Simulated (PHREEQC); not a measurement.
PHREEQC input (ion-association model, wateq4f.dat):

```
SOLUTION_MASTER_SPECIES
  An  An-  0  An  62.0  # stands for a non-complexing anion
SOLUTION_SPECIES
  An- = An-
    -log_k 0
    -gamma 3.0 0
PHASES
  Fix_H+
    H+ = H+
    -log_k 0
SOLUTION 1
  temp 25
  units mmol/kgw
  pH 7 charge
  B 0.00055
  F 0.17
  Na 10.17
  An 10
END
SELECTED_OUTPUT 1
  -reset false
  -pH true
  -pe true
  -ionic_strength true
  -water true
  -totals B F Na
  -molalities Hfo_wOH Hfo_wOH2+ Hfo_wO- Hfo_sOH Hfo_sOH2+ Hfo_sO- Hfo_wF Hfo_wOHF- Hfo_wH2BO3
USER_PUNCH 1
  -headings sigma psi
  10 PUNCH EDL("sigma", "Hfo"), EDL("psi", "Hfo")
PRINT
  -reset false
USE solution 1
SURFACE 1
  Hfo_wOH 0.000148315 600 0.066
  Hfo_sOH 3.70787e-06
EQUILIBRIUM_PHASES 1
  Fix_H+ -3 HAn 10
    -force_equality true
  O2(g) -0.68 10
END
# ... the last block is repeated for the other 12 points of pH, with NaOH or the acid as the point needs
```

Selected output (columns that matter, 13 of 13 rows; pH added in front):

```
pH	mu	B	F	Na	m_Hfo_wOH	m_Hfo_wOH2+	m_Hfo_wO-	m_Hfo_sOH	m_Hfo_sOH2+	m_Hfo_sO-	m_Hfo_wF	m_Hfo_wOHF-	sigma	psi
3	0.011307	5.4999e-07	0.00010091	0.01017	3.3485e-06	7.5874e-05	3.3853e-09	1.5671e-07	3.551e-06	1.5844e-10	6.467e-05	4.4186e-06	0.18276	0.17361
3.67	0.010433	5.4998e-07	9.6323e-05	0.01017	8.5519e-06	6.6061e-05	2.5362e-08	4.2484e-07	3.2818e-06	1.2599e-09	6.1375e-05	1.2301e-05	0.13893	0.16162
4.33	0.010242	5.4995e-07	0.00010473	0.01017	2.0787e-05	6.2101e-05	1.594e-07	9.281e-07	2.7727e-06	7.117e-09	4.2988e-05	2.2279e-05	0.10338	0.14698
5	0.010195	5.499e-07	0.0001203	0.01017	4.2567e-05	5.5301e-05	7.506e-07	1.6004e-06	2.0792e-06	2.8221e-08	2.2674e-05	2.7022e-05	0.072078	0.12874
5.67	0.010181	5.4984e-07	0.00013789	0.01017	6.9956e-05	4.3684e-05	2.5664e-06	2.2321e-06	1.3939e-06	8.1888e-08	9.228e-06	2.288e-05	0.047637	0.10793
6.33	0.010176	5.4979e-07	0.0001532	0.01017	9.3577e-05	3.1587e-05	6.3507e-06	2.6383e-06	8.9056e-07	1.7905e-07	3.0071e-06	1.3793e-05	0.029619	0.084691
7	0.010173	5.4975e-07	0.00016357	0.01017	0.00010732	2.3193e-05	1.1375e-05	2.8045e-06	6.0611e-07	2.9727e-07	7.8762e-07	5.6424e-06	0.015801	0.056512
7.67	0.01017	5.4975e-07	0.00016816	0.01017	0.00011228	1.9011e-05	1.519e-05	2.8421e-06	4.8125e-07	3.8451e-07	1.8114e-07	1.6563e-06	0.0055118	0.023146
8.33	0.010172	5.4977e-07	0.00016954	0.010173	0.00011349	1.6808e-05	1.7555e-05	2.8461e-06	4.215e-07	4.4025e-07	4.0385e-08	4.222e-07	-0.0028964	-0.012455
9	0.010183	5.4984e-07	0.00016989	0.010187	0.00011347	1.4807e-05	1.9922e-05	2.839e-06	3.7045e-07	4.9842e-07	8.6505e-09	1.0264e-07	-0.013025	-0.048837
9.67	0.010228	5.4994e-07	0.00016997	0.010234	0.00011235	1.2163e-05	2.3775e-05	2.8093e-06	3.0412e-07	5.9448e-07	1.8316e-09	2.6195e-08	-0.029067	-0.083673
10.33	0.010419	5.4998e-07	0.00016999	0.010431	0.00010861	8.7271e-06	3.0967e-05	2.7155e-06	2.1819e-07	7.7421e-07	3.8706e-10	7.4581e-09	-0.055564	-0.11506
11	0.011309	5.5e-07	0.00017	0.01133	9.8475e-05	4.949e-06	4.4888e-05	2.4619e-06	1.2373e-07	1.1222e-06	7.4705e-11	2.3014e-09	-0.099759	-0.14264
```

Real BF4- forms and hydrolyses slowly; the run takes it at equilibrium. The oxide is taken as insoluble; below pH 4 it would dissolve.
